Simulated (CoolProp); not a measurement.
Vapour-liquid equilibrium of propylene (1) + n-hexane (2) at 1.45 bar; x and y are mole fractions of (1).

Model: multi-fluid Helmholtz-energy mixture model, Lemmon 2013 and Thol 2019; pair parameters Bell 2016, in CoolProp.

| x | bubble temperature, mixture model (°C) | bubble temperature, Raoult's law (°C) | y, mixture model | y, Raoult's law |
|---|---|---|---|---|
| 0.05 | 42.8 | 47.7 | 0.714 | 0.674 |
| 0.15 | ? | 15.1 | 0.937 | 0.925 |
| 0.25 | -4.2 | -1.2 | 0.971 | 0.971 |
| 0.35 | -12.2 | -11.5 | 0.983 | 0.986 |
| 0.45 | -18.2 | -18.7 | 0.990 | 0.992 |
| 0.55 | -23.3 | -24.2 | ? | 0.996 |
| 0.65 | ? | -28.7 | 0.996 | 0.997 |
| 0.75 | -31.7 | -32.4 | ? | 0.999 |
| 0.85 | -35.1 | -35.5 | 0.999 | 0.999 |
| 0.95 | -38.1 | -38.2 | 1.000 | 1.000 |

Problem. Complete the blanks.

Solution. 
- 0.15, bubble temperature, mixture model (°C): 9.2
- 0.55, y, mixture model: 0.994
- 0.65, bubble temperature, mixture model (°C): -27.7
- 0.75, y, mixture model: 0.998

The largest gap from Raoult's law is -5.9 K in bubble temperature, at x = 0.15. No azeotrope shows between x = 0.05 and 0.95.

The pair parameters rest on a limited set of measurements; away from them the model extrapolates. The gap from Raoult's law changes sign with composition, which may be real or a fault of the pair parameters; it wasn't checked against measurements.
